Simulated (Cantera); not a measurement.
## Pyrogenic steam for wet oxidation

An isothermal, constant-pressure homogeneous reactor starts with 12.9 % H2, 16.1 % O2, 71.0 % N2, at 1075 K and 100.0 Torr.

Detailed kinetics in Cantera: the H2/O2 subset of GRI-Mech 3.0, which has no nitrogen chemistry. The temperature is held fixed by assumption; the heat of reaction is taken as removed at once.

```tsv
t (s)	x H2	x O2	x H	x H2O2	x HO2
0.000200	0.129	0.161	5.35e-8	1.25e-11	6.24e-9
0.000678	0.117	0.156	0.00624	1.52e-7	1.20e-5
0.00230	0.00206	0.104	0.00170	1.59e-6	1.47e-5
0.00779	0.000133	0.103	1.34e-5	7.28e-7	4.37e-6
0.0264	1.06e-5	0.103	3.69e-7	1.95e-7	6.27e-7
0.0894	9.00e-7	0.103	1.88e-8	4.72e-8	9.30e-8
0.303	1.26e-7	0.103	1.69e-9	1.23e-8	1.91e-8
1.03	2.78e-8	0.103	2.10e-10	3.47e-9	4.95e-9
3.48	7.28e-9	0.103	3.05e-11	1.02e-9	1.66e-9
11.8	2.17e-9	0.103	5.13e-12	3.19e-10	1.03e-9
40.0	9.58e-10	0.103	1.48e-12	1.34e-10	1.13e-9
```
x: mole fraction; the columns are a selection and need not sum to one.

Equilibrium at this temperature and pressure: H2 8.28e-10, O2 0.103, H 1.16e-12, H2O2 1.12e-10, HO2 1.19e-9 (gas phase only).
